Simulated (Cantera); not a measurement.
Feed: 1 mol Si, 1.8 mol Br₂, 14 mol N₂, at 1350 °C and 75.0 Torr.

Method: chemical equilibrium by Gibbs-energy minimisation in Cantera with the NASA 1993 tables (ideal gas, pure condensed phases). Candidate condensed phases: Br₂, Si, Si₃N₄; 13 gas species. The tables' values for SiBr₃ are old estimates; treat these amounts as uncertain. The numbers say what is thermodynamically allowed, not how fast it happens.

Base state: N₂ 0.895, Br 0.0410, SiBr₂ 0.0299, SiBr₄ 0.0261, SiBr₃ 0.00782, Br₂ 0.000560 (mole fractions); condensed: gas only.

What changes in the equilibrium state with this change: pressure from 75.0 Torr to 150 Torr?


| species | before | after |
|---|---|---|
| N₂ | 0.895 | 0.908 |
| SiBr₄ | 0.0261 | 0.0341 |
| Br | 0.0410 | 0.0268 |
| SiBr₂ | 0.0299 | 0.0229 |
| Br₂ | 0.000560 | 0.000477 |
| SiBr₃ | 0.00782 | 0.00781 |
